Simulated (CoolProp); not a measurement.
Vapour-liquid equilibrium of R113 (1) + n-hexane (2) at 452.4 K; x and y are mole fractions of (1).

Computed with CoolProp (multi-fluid Helmholtz-energy mixture model, Marx 1992 and Thol 2019; pair parameters Bell 2016).

```
x     bubble pressure (MPa)  y at the bubble point  dew pressure at overall composition x (MPa)  liquid density (mol/L)
----  ---------------------  ---------------------  -------------------------------------------  ----------------------
0.05                  1.335                  0.073                                        1.319                   5.522
0.2                   1.476                  0.263                                        1.428                   5.524
0.35                  1.601                  0.423                                        1.543                   5.531
0.5                   1.713                  0.566                                        1.662                   5.547
0.65                  1.814                  0.699                                        1.778                   5.574
0.8                   1.903                  0.827                                        1.885                   5.617
0.95                  1.980                  0.956                                        1.976                   5.679
```

No azeotrope shows between x = 0.05 and 0.95.

Pair parameters are fitted to limited data, so mixtures are less certain than the pure fluids.
